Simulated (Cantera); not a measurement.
A freely propagating, adiabatic, planar premixed flame of CH4 : H2 : O2 : N2 = 1 : 0.12 : 3.03 : 13.6 (molar parts), equivalence ratio 0.68, unburnt at 398 K and 100.0 Torr; mixture-averaged transport, grid criteria slope 0.08 and curve 0.16, no radiation.

Model: GRI-Mech 3.0 (53 species, 325 reactions), integrated in Cantera. Burning velocities carry a grid error of a few per cent, more on coarse grids.

Problem. How do the results move with these cheaper or finer settings: unity-Lewis-number transport; multicomponent transport; multicomponent+Soret transport; grid criteria slope 0.5, curve 1; grid criteria slope 0.25, curve 0.5; grid criteria slope 0.03, curve 0.06?

Solution. 
```csv
setting,laminar burning velocity,thermal thickness,peak x(H),peak x(H2O2),grid points
as above,46.6 cm/s,3.39 mm,0.00511,6.45e-6,143
unity-Lewis-number transport,37.6 cm/s,3.60 mm,0.00659,2.19e-6,130
multicomponent transport,46.8 cm/s,3.41 mm,0.00514,6.35e-6,143
multicomponent+Soret transport,45.9 cm/s,3.43 mm,0.00509,6.20e-6,143
"grid criteria slope 0.5, curve 1",51.3 cm/s,3.62 mm,0.00552,7.02e-6,41
"grid criteria slope 0.25, curve 0.5",48.6 cm/s,3.47 mm,0.00529,6.66e-6,59
"grid criteria slope 0.03, curve 0.06",46.1 cm/s,3.37 mm,0.00503,6.34e-6,343
```
The base run took roughly 10 core-seconds.
Unity Lewis numbers drop preferential diffusion, which matters most where H2 and H carry the flame; Soret adds thermal diffusion.
